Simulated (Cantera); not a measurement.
## Iron carbonyl, mercury and lead vapours: Pb + CO + N2

Charge: 1 mol Pb, 0.17 mol CO, 0.29 mol N2, equilibrated at 9.60 mbar.

Cantera equilibrium calculation (NASA polynomials, part measured and part estimated; ideal gas, pure solids and liquids). Candidate condensed phases: C, Pb, PbO, PbO2, Pb3O4; 27 gas species. Equilibrium is a limit: real reactors are often held back by kinetics, nucleation or transport.

| T (°C) | log p N2 | log p CO | log p Pb | log p CO2 | log p Pb2 | n C(graphite) | n Pb(l) |
|---|---|---|---|---|---|---|---|
| 802 | -2.22 | -2.45 | -4.12 | -5.77 | -9.17 | 8.12e-5 | 0.996 |
| 827 | -2.22 | -2.46 | -3.92 | -5.97 | -8.83 | 5.25e-5 | 0.994 |
| 852 | -2.23 | -2.46 | -3.72 | -6.15 | -8.51 | 3.45e-5 | 0.991 |
| 877 | -2.23 | -2.46 | -3.54 | -6.33 | -8.20 | 2.31e-5 | 0.986 |
| 902 | -2.24 | -2.47 | -3.36 | -6.51 | -7.90 | 0 | 0.978 |
| 927 | -2.25 | -2.48 | -3.19 | -6.68 | -7.62 | 0 | 0.967 |
| 952 | -2.26 | -2.49 | -3.03 | -6.86 | -7.35 | 0 | 0.950 |
log p: log10 of the partial pressure in bar; n: condensed amount in mol.

From 802 °C to 877 °C the condensed part is C(graphite) + Pb(l). From 902 °C to 952 °C the condensed part is Pb(l). The main Pb-bearing gas is Pb throughout. The share of Pb in condensed phases is highest at 802 °C (99.6 %) and lowest at 952 °C (95.0 %).
